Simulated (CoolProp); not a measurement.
Vapour-liquid equilibrium of toluene (1) + n-dodecane (2) at 249 kPa; x and y are mole fractions of (1).

Computed with CoolProp (multi-fluid Helmholtz-energy mixture model, Lemmon 2006 and Lemmon 2004; pair parameters Bell 2016).

| x | bubble temperature (°C) | y at the bubble point | dew temperature at overall composition x (°C) | liquid density (mol/L) |
|---|---|---|---|---|
| 0.05 | 248.4 | 0.195 | 255.7 | 3.394 |
| 0.125 | 233.8 | 0.441 | 252.0 | 3.635 |
| 0.2 | 219.7 | 0.622 | 248.2 | 3.888 |
| 0.275 | 207.0 | 0.745 | 244.0 | 4.153 |
| 0.35 | 195.9 | 0.827 | 239.6 | 4.429 |
| 0.425 | 186.4 | 0.882 | 234.8 | 4.720 |
| 0.5 | 178.3 | 0.918 | 229.6 | 5.029 |
| 0.575 | 171.4 | 0.943 | 223.8 | 5.362 |
| 0.65 | 165.4 | 0.961 | 217.1 | 5.724 |
| 0.725 | 160.3 | 0.974 | 209.4 | 6.122 |
| 0.8 | 155.7 | 0.983 | 200.0 | 6.566 |
| 0.875 | 151.6 | 0.991 | 187.7 | 7.063 |
| 0.95 | 147.9 | 0.997 | 169.1 | 7.629 |

No azeotrope shows between x = 0.05 and 0.95.

The pair parameters rest on a limited set of measurements; away from them the model extrapolates.
